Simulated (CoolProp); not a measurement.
Properties of carbonyl sulfide along the isobar 2110 kPa.

Values from CoolProp's reference Helmholtz-energy equation of state, Lemmon 2006. It is a short technical equation, of lower accuracy than the large ones.

```json
[
 {"T (K)": "363", "phase": "gas", "density (kg/m³)": "48.94", "cp (kJ/(kg K))": "0.8992", "speed of sound (m/s)": "225.3", "Joule-Thomson coefficient (K/MPa)": "13.74", "fugacity coefficient": "0.8752"},
 {"T (K)": "384.5", "phase": "gas", "density (kg/m³)": "44.82", "cp (kJ/(kg K))": "0.8738", "speed of sound (m/s)": "236.1", "Joule-Thomson coefficient (K/MPa)": "11.77", "fugacity coefficient": "0.8956"},
 {"T (K)": "405.9", "phase": "gas", "density (kg/m³)": "41.52", "cp (kJ/(kg K))": "0.8613", "speed of sound (m/s)": "245.7", "Joule-Thomson coefficient (K/MPa)": "10.26", "fugacity coefficient": "0.9119"},
 {"T (K)": "427.3", "phase": "gas", "density (kg/m³)": "38.78", "cp (kJ/(kg K))": "0.8554", "speed of sound (m/s)": "254.5", "Joule-Thomson coefficient (K/MPa)": "9.047", "fugacity coefficient": "0.9250"},
 {"T (K)": "448.7", "phase": "gas", "density (kg/m³)": "36.44", "cp (kJ/(kg K))": "0.8536", "speed of sound (m/s)": "262.8", "Joule-Thomson coefficient (K/MPa)": "8.056", "fugacity coefficient": "0.9359"},
 {"T (K)": "470.1", "phase": "gas", "density (kg/m³)": "34.40", "cp (kJ/(kg K))": "0.8542", "speed of sound (m/s)": "270.5", "Joule-Thomson coefficient (K/MPa)": "7.231", "fugacity coefficient": "0.9449"},
 {"T (K)": "491.5", "phase": "gas", "density (kg/m³)": "32.62", "cp (kJ/(kg K))": "0.8564", "speed of sound (m/s)": "277.9", "Joule-Thomson coefficient (K/MPa)": "6.534", "fugacity coefficient": "0.9524"},
 {"T (K)": "512.9", "phase": "gas", "density (kg/m³)": "31.03", "cp (kJ/(kg K))": "0.8596", "speed of sound (m/s)": "285.0", "Joule-Thomson coefficient (K/MPa)": "5.938", "fugacity coefficient": "0.9588"},
 {"T (K)": "534.3", "phase": "gas", "density (kg/m³)": "29.61", "cp (kJ/(kg K))": "0.8635", "speed of sound (m/s)": "291.7", "Joule-Thomson coefficient (K/MPa)": "5.424", "fugacity coefficient": "0.9643"},
 {"T (K)": "555.8", "phase": "gas", "density (kg/m³)": "28.32", "cp (kJ/(kg K))": "0.8678", "speed of sound (m/s)": "298.3", "Joule-Thomson coefficient (K/MPa)": "4.973", "fugacity coefficient": "0.9690"},
 {"T (K)": "577.2", "phase": "gas", "density (kg/m³)": "27.15", "cp (kJ/(kg K))": "0.8725", "speed of sound (m/s)": "304.5", "Joule-Thomson coefficient (K/MPa)": "4.579", "fugacity coefficient": "0.9730"},
 {"T (K)": "598.6", "phase": "gas", "density (kg/m³)": "26.08", "cp (kJ/(kg K))": "0.8772", "speed of sound (m/s)": "310.6", "Joule-Thomson coefficient (K/MPa)": "4.231", "fugacity coefficient": "0.9766"},
 {"T (K)": "620", "phase": "gas", "density (kg/m³)": "25.10", "cp (kJ/(kg K))": "0.8821", "speed of sound (m/s)": "316.6", "Joule-Thomson coefficient (K/MPa)": "3.920", "fugacity coefficient": "0.9796"}
]
```
